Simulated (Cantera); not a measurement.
Feed: 1 mol (CH3)2SiCl2, 1.1 mol C2H2, 1.8 mol H2, equilibrated at 1.00 bar.

Cantera equilibrium calculation (NASA polynomials, part measured and part estimated; ideal gas, pure solids and liquids). Candidate condensed phases: C, C6H6, C7H8, C8H18, Si, SiC; 109 gas species. The feed counts by its element totals alone. The tables' values for SiCl3, SiCl are old estimates; treat these amounts as uncertain. Kinetics and transport are ignored.

Q: At 1800 °C, list the 5 most abundant gas species with their mole fractions, and the condensed phases.

A: H2 0.723, HCl 0.258, SiCl2 0.0144, H 0.00224, C2H2 (acetylene) 0.000886. Condensed: C(graphite) + SiC(s).
